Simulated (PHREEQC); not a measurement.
**Arsenic or selenium liquor (model solution)**

A solution holds 2 mmol/kgw Na2SeO3, 16 mmol/kgw NaOH and 4.3 mmol/kgw NaCl, at 25 °C. Closed to the air; pH follows from the charge balance.

All values are PHREEQC results (ion-association model, wateq4f.dat), not measurements.

No solid was allowed to form.

### Question
Estimate the pH, ionic strength.

### Answer
pH 12.13; ionic strength 0.0263 mol/kgw.

Complexes and solids missing from the database can't appear.
